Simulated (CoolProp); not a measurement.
A simple Rankine cycle with water: condensing at 292.15 K, boiler at 0.257 MPa, turbine inlet 403.4 K, turbine efficiency 0.65, pump efficiency 0.8, no recuperator. Each further row changes one setting.

Computed with CoolProp (reference Helmholtz-energy equation of state, Wagner 2002).

```
case                             thermal efficiency (%)  net work (kJ/kg)  heat in (kJ/kg)  turbine exit temperature (K)  volume ratio over the turbine
-------------------------------  ----------------------  ----------------  ---------------  ----------------------------  -----------------------------
as stated                                          16.3               431             2640                         292.1                              ?
turbine inlet 423.4 K                              16.4               439             2690                         292.1                           75.3
condensing temperature 284.15 K                    17.4               467                ?                         284.1                            126
boiler pressure 0.18 MPa                           15.2               402                ?                         292.1                           55.3
turbine efficiency 0.55                               ?               365             2640                         292.1                           80.7
```

Problem. Some entries are withheld; supply them.

Solution. 
- as stated, volume ratio over the turbine: 78.3
- condensing temperature 284.15 K, heat in (kJ/kg): 2680
- boiler pressure 0.18 MPa, heat in (kJ/kg): 2650
- turbine efficiency 0.55, thermal efficiency (%): 13.8

The expansion ends wet for: as stated; turbine inlet 423.4 K; condensing temperature 284.15 K; boiler pressure 0.18 MPa; turbine efficiency 0.55.
